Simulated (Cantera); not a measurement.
# Premixed flame

A freely propagating, adiabatic, planar premixed flame of 14.9 % CH4, 21.2 % O2, 63.9 % N2, equivalence ratio 1.4, unburnt at 375 K and 1.01 bar; mixture-averaged transport, grid criteria slope 0.08 and curve 0.16, no radiation.

Detailed kinetics in Cantera: GRI-Mech 3.0 (53 species, 325 reactions). Burning velocities carry a grid error of a few per cent, more on coarse grids.

```
z (mm)  T (K)  u (m/s)     x CH4      x O2      x OH     x H2O    x HCN       x O
------  -----  -------  --------  --------  --------  --------  -------  --------
-1.44     375    0.445     0.148     0.212     <1e-8   2.56e-5    <1e-8     <1e-8
-0.957    378    0.450     0.147     0.211     <1e-8  0.000343    <1e-8     <1e-8
-0.718    392    0.470     0.145     0.209     <1e-8   0.00200  3.80e-8     <1e-8
-0.479    512    0.623     0.135     0.199   2.92e-7    0.0156  6.92e-7   1.61e-8
-0.239   1065     1.34    0.0903     0.147   1.32e-5    0.0783  7.87e-6   5.43e-6
-0.120   1513     1.93    0.0499    0.0951  0.000146     0.130  1.80e-5   5.58e-5
0        1896     2.45    0.0144    0.0411  0.000915     0.177  3.55e-5  0.000214
0.120    2079     2.70   0.00229    0.0124   0.00211     0.199  5.31e-5  0.000285
0.239    2134     2.77  0.000351   0.00347   0.00265     0.203  5.30e-5  0.000248
0.479    2158     2.79   1.55e-5  0.000474   0.00267     0.203  3.41e-5  0.000195
0.957    2171     2.80   2.10e-7  0.000187   0.00236     0.202  1.29e-5  0.000145
1.91     2185     2.82     <1e-8  0.000119   0.00192     0.203  2.88e-6   9.34e-5
3.83     2200     2.84     <1e-8   6.36e-5   0.00143     0.204  4.21e-7   5.00e-5
```
x: mole fraction of selected species; z is measured from the peak of heat release.

```
Property                     Result
------------------------  ---------
laminar burning velocity  44.4 cm/s
thermal thickness          0.479 mm
peak x(OH)                  0.00273
peak x(HCN)                 5.52e-5
peak x(O)                  0.000285
grid points                     150
```
